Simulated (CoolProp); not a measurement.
A simple Rankine cycle with toluene: condensing at 322.15 K, boiler at 0.791 MPa, turbine inlet 491.1 K, turbine efficiency 0.6, pump efficiency 0.6, no recuperator. Each further row changes one setting.

The numbers come from the reference Helmholtz-energy equation of state, Lemmon 2006 in CoolProp. It is a short technical equation, of lower accuracy than the large ones.

| case | thermal efficiency (%) | net work (kJ/kg) | heat in (kJ/kg) | turbine exit temperature (K) | volume ratio over the turbine |
|---|---|---|---|---|---|
| as stated | 14.7 | 93.1 | 635 | 423.0 | 67.8 |
| turbine inlet 511.1 K | 14.6 | 98.3 | 675 | 444.1 | 66.7 |
| condensing temperature 314.15 K | 15.5 | 100 | 649 | 418.4 | 95.6 |
| boiler pressure 0.554 MPa | 13.7 | 88.0 | 643 | 431.1 | 45.7 |
| turbine efficiency 0.5 | 12.2 | 77.3 | 635 | 432.7 | 69.4 |
